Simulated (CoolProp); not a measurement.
The fluid at 342.35 K and 6.69 MPa is throttled through a valve to 3.27 MPa with no heat exchange. The same conditions are run with several fluids, on thermodynamics alone (safety and materials aside).

Computed with CoolProp (reference Helmholtz-energy equation of state of each fluid (R142b: Lemmon 2006; R1224YDZ: Akasaka 2023; cyclohexane: Zhou 2014; n-perfluorobutane: Gao 2022; R124: de Vries 1995)).

| fluid | temperature change (K) | final density (kg/m³) |
|---|---|---|
| R142b | +0.0 | 1000 |
| R1224YDZ | +0.4 | 1240 |
| cyclohexane | +1.2 | 734 |
| n-perfluorobutane | -0.2 | 1340 |
| R124 | -0.3 | 1210 |
